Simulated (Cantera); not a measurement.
Feed: 1 mol SiH4, 0.054 mol C3H8, 3.2 mol H2, held at 1927 °C and 0.00133 bar.

These are equilibrium values from Cantera (NASA tables, ideal gas, pure condensed phases), not measurements of a reactor. Candidate condensed phases: C, C6H6, C7H8, C8H18, Si, SiC; 87 gas species. Gases not in the tables: Si2H6 and higher silanes. Equilibrium is a limit: real reactors are often held back by kinetics, nucleation or transport.

Base state: H2 0.741, H 0.133, Si 0.116, Si2C 0.00680, SiH 0.00161, Si2 0.000777, SiC2 0.000731, C2H2 (acetylene) 0.000125 (mole fractions); condensed: SiC(s).

**Question.** What changes in the equilibrium state with this change: temperature from 1927 °C to 1202 °C?

**Answer.** 
```json
[
 {"species": "H2", "before": "0.741", "after": "1.000"},
 {"species": "H", "before": "0.133", "after": "0.000355"},
 {"species": "Si", "before": "0.116", "after": "4.31e-6"},
 {"species": "Si2C", "before": "0.00680", "after": "5.38e-9"},
 {"species": "SiC2", "before": "0.000731", "after": "<1e-9"},
 {"species": "Si2", "before": "0.000777", "after": "4.60e-9"},
 {"species": "SiC(s), mol", "before": "0.105", "after": "0.162"},
 {"species": "Si(s), mol", "before": "0", "after": "0.838"}
]
```
Mutual solubility and eutectic melting of coexisting phases are not modelled.

**Question.** What changes in the equilibrium state with this change: temperature from 1927 °C to 877 °C?

**Answer.** 
```
species       before    after
-----------  -------  -------
H2             0.741    1.000
H              0.133  2.04e-6
SiH2         9.26e-5  4.15e-9
Si             0.116    <1e-9
Si2C         0.00680    <1e-9
SiH          0.00161    <1e-9
SiC(s), mol    0.105    0.162
Si(s), mol         0    0.838
```
Mutual solubility and eutectic melting of coexisting phases are not modelled.
